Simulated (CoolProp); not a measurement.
Values from CoolProp's reference Helmholtz-energy equation of state, Span 2000.

Q: For nitrogen, give the phase and the speed of sound (m/s), conductivity (mW/(m K)), fugacity coefficient at 141.5 K and 7280 kPa; 141.5 K and 9700 kPa.

A: 
- 141.5 K and 7280 kPa: supercritical; speed of sound 287, conductivity 46.3, fugacity coefficient 0.552
- 141.5 K and 9700 kPa: supercritical; speed of sound 373, conductivity 55.1, fugacity coefficient 0.471

Thermal conductivity comes from a separate model (Lemmon 2004).
